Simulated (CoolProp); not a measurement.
Vapour-liquid equilibrium of carbon dioxide (1) + neopentane (2) at 269.6 K; x and y are mole fractions of (1).

Model: multi-fluid Helmholtz-energy mixture model, Span 1996 and Lemmon 2006; pair parameters Bell 2016, in CoolProp.

Question: Give the bubble pressure and the first vapour's composition at x = 0.05, 0.275, 0.875. Is there an azeotrope?

Answer: x = 0.05: 2.642 bar, y = 0.764; x = 0.275: 11.67 bar, y = 0.945; x = 0.875: 27.02 bar, y = 0.987. No azeotrope shows between x = 0.05 and 0.95.

Pair parameters are fitted to limited data, so mixtures are less certain than the pure fluids. The gap from Raoult's law changes sign with composition, which may be real or a fault of the pair parameters; it wasn't checked against measurements.
